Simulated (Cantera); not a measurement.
An adiabatic, constant-volume homogeneous reactor starts with 19.7 % CH4, 1.16 % CO, 16.6 % O2, 62.5 % N2, equivalence ratio 2.4, at 1698 K and 0.300 bar.

Cantera simulation using GRI-Mech 3.0 (53 species, 325 reactions); the numbers are that mechanism's predictions, not measurements.

One state of this run: T (K) = 1713; P (bar) = 0.304; x CH4 = 0.187; x CO = 0.0128; x O2 = 0.161; x H2O = 0.00509; x C2H2 = 2.09e-5. x: mole fraction; the columns are a selection and need not sum to one.

### Question
Which value of t (s) does it belong to?
(A) 6.20e-5
(B) 0.000468
(C) 0.00967
(D) 0.200

### Answer
B, 0.000468
